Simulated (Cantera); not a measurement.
An adiabatic, constant-volume homogeneous reactor starts with H2 : O2 : N2 = 1 : 0.238 : 2.86 (molar parts), at 1748 K and 2.57 atm.

Computed with Cantera and the H2/O2 subset of GRI-Mech 3.0, which has no nitrogen chemistry. The hydrogen kinetics of GRI-Mech 3.0 are dated; newer H2 mechanisms differ, most at raised pressure.

### Question
Predict: time of steepest temperature rise; temperature at 8.00 s; equilibrium temperature; x(H2) at 8.00 s; x(O2) at 8.00 s; x(H2O) at 8.00 s; x(HO2) at 8.00 s; x(H) at 8.00 s.

### Answer
```
Quantity                                                            Result
---------------------------------  ---------------------------------------
time of steepest temperature rise                                  5.38 µs
temperature at 8.00 s                                               2665 K
equilibrium temperature                                             2665 K
x(H2) at 8.00 s                        0.131 (gas-phase equilibrium 0.131)
x(O2) at 8.00 s                    3.57e-5 (gas-phase equilibrium 3.57e-5)
x(H2O) at 8.00 s                       0.120 (gas-phase equilibrium 0.120)
x(HO2) at 8.00 s                   4.86e-8 (gas-phase equilibrium 4.86e-8)
x(H) at 8.00 s                     0.00936 (gas-phase equilibrium 0.00936)
```
